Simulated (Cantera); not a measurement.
An adiabatic, constant-pressure homogeneous reactor starts with CH4 : O2 : N2 = 1 : 2.27 : 8.55 (molar parts), equivalence ratio 0.88, at 1250 K and 5850 Torr. Integrator tolerance rtol = 1e-08.

Model: GRI-Mech 3.0 (53 species, 325 reactions), integrated in Cantera.

| quantity | before | after |
|---|---|---|
| time of steepest temperature rise | 3.19 ms | 0.164 s |
| temperature at 9.00 s | 2698 K | 2547 K |
| equilibrium temperature | 2698 K | 2547 K |
| x(CH4) at 9.00 s | <1e-12 (gas-phase equilibrium <1e-12) | <1e-12 (gas-phase equilibrium <1e-12) |
| x(O2) at 9.00 s | 0.0242 (gas-phase equilibrium 0.0242) | 0.0223 (gas-phase equilibrium 0.0223) |
| x(HCO) at 9.00 s | 1.89e-8 (gas-phase equilibrium 1.89e-8) | 5.25e-9 (gas-phase equilibrium 5.25e-9) |
| x(CH2) at 9.00 s | <1e-12 (gas-phase equilibrium <1e-12) | <1e-12 (gas-phase equilibrium <1e-12) |
| x(NO) at 9.00 s | 0.0102 (gas-phase equilibrium 0.0102) | 0.00776 (gas-phase equilibrium 0.00776) |
| x(CH2CO) at 9.00 s | <1e-12 (gas-phase equilibrium <1e-12) | <1e-12 (gas-phase equilibrium <1e-12) |
| x(O) at 9.00 s | 0.00200 (gas-phase equilibrium 0.00200) | 0.000977 (gas-phase equilibrium 0.000977) |

What was changed between the two runs?
A) constant volume in place of constant pressure
B) N2 8.55 to 12 parts
C) pressure from 5850 Torr to 3750 Torr
D) initial temperature 1250 to 975 K

D, initial temperature 1250 to 975 K
